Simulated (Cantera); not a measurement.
A closed system holds: 1 mol Pb, 0.59 mol CO, 90 mol H2, equilibrated at 927 °C.

These are equilibrium values from Cantera (NASA tables, ideal gas, pure condensed phases), not measurements of a reactor. Candidate condensed phases: C, C6H6, C7H8, C8H18, H2O, Pb, PbO, PbO2, Pb3O4; 113 gas species. Equilibrium is a limit: real reactors are often held back by kinetics, nucleation or transport.

Q: At 420 Torr, list the 4 most abundant gas species with their mole fractions, and the condensed phases.

A: H2 0.991, CO 0.00567, Pb 0.00115, CH4 0.000845. Condensed: Pb(l).
